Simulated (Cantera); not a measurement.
An isothermal, constant-pressure homogeneous reactor starts with 0.288 % CO, 1.58 % O2, 0.753 % H2O, 93.0 % N2, 4.37 % H2, at 1325 K and 101000 Pa.

Detailed kinetics in Cantera: GRI-Mech 3.0 (53 species, 325 reactions).

x: mole fraction; the columns are a selection and need not sum to one.

```csv
t (s),x CO,x O2,x H2O,x N2O,x NO2
6.00e-5,0.00288,0.0158,0.00753,<1e-12,<1e-12
0.000153,0.00288,0.0156,0.00787,3.17e-10,<1e-12
0.000391,0.00203,0.00111,0.0352,?,8.20e-11
0.000999,0.00145,0.000118,0.0377,?,3.52e-11
0.00255,0.00127,1.18e-5,0.0380,?,1.09e-11
0.00651,0.00122,1.49e-6,0.0380,6.87e-10,3.81e-12
0.0166,0.00120,2.09e-7,0.0380,7.43e-10,1.40e-12
0.0424,0.00120,2.98e-8,0.0380,?,<1e-12
0.108,0.00119,4.13e-9,0.0380,?,<1e-12
0.277,0.00119,5.57e-10,0.0380,?,<1e-12
0.706,0.00119,8.14e-11,0.0380,?,<1e-12
1.80,0.00119,1.51e-11,0.0380,?,<1e-12
4.60,0.00119,3.60e-12,0.0380,4.48e-10,<1e-12
11.8,0.00119,<1e-12,0.0380,5.83e-11,<1e-12
30.0,0.00119,<1e-12,0.0380,4.06e-12,<1e-12
```

**Question.** Complete the blanks.

**Answer.** 
- 0.000391, x N2O: 1.81e-8
- 0.000999, x N2O: 5.61e-9
- 0.00255, x N2O: 1.69e-9
- 0.0424, x N2O: 1.86e-9
- 0.108, x N2O: 4.01e-9
- 0.277, x N2O: 5.66e-9
- 0.706, x N2O: 4.45e-9
- 1.80, x N2O: 1.88e-9
